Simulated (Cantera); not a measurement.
Feed: 1 mol Si, 0.85 mol N₂O, 220 mol H₂, equilibrated at 1825 K and 5.80 mbar.

These are equilibrium values from Cantera (NASA tables, ideal gas, pure condensed phases), not measurements of a reactor. Candidate condensed phases: H₂O, Si, SiO₂, Si₂N₂O, Si₃N₄; 35 gas species. Gases not in the tables: Si₂H₆ and higher silanes. The numbers say what is thermodynamically allowed, not how fast it happens.

Q: What is the equilibrium state?

A: 
```
Property                             Result
--------------------------------  ---------
x(H₂)                                 0.986
x(H)                                0.00574
x(SiO)                              0.00382
x(N₂)                               0.00382
x(Si)                              0.000589
x(SiH)                              4.74e-5
x(SiH₂)                             2.64e-5
x(Si₂)                              2.88e-6
x(Si₂N)                             1.34e-6
gas amount                        222.5 mol
log10 activity of Si(l) (absent)      -0.12
```
